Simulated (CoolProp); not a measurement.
Model: reference Helmholtz-energy equation of state, Zhou 2016, in CoolProp.

Q: For R245ca, give the phase and the Joule-Thomson coefficient (K/MPa), fugacity coefficient at 450 K and 1.23 MPa; 450 K and 4.93 MPa; 450 K and 7.39 MPa.

A: 
- 450 K and 1.23 MPa: gas; Joule-Thomson coefficient 8.59, fugacity coefficient 0.895
- 450 K and 4.93 MPa: supercritical; Joule-Thomson coefficient 3.08, fugacity coefficient 0.562
- 450 K and 7.39 MPa: supercritical; Joule-Thomson coefficient 1.08, fugacity coefficient 0.415
